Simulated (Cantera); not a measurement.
Charge: 1 mol Ca(OH)₂, 0.034 mol H₂, 2.9 mol H₂O, 0.89 mol C, equilibrated at 6800 Pa.

These are equilibrium values from Cantera (NASA tables, ideal gas, pure condensed phases), not measurements of a reactor. Candidate condensed phases: C, C₆H₆, C₇H₈, C₈H₁₈, Ca, CaCO₃, CaO, Ca(OH)₂, H₂O; 115 gas species. Kinetics and transport are ignored.

**Question.** At 1448 K, list the 4 most abundant gas species with their mole fractions, and the condensed phases.

**Answer.** H₂O 0.540, H₂ 0.275, CO 0.101, CO₂ 0.0836. Condensed: CaO(s).
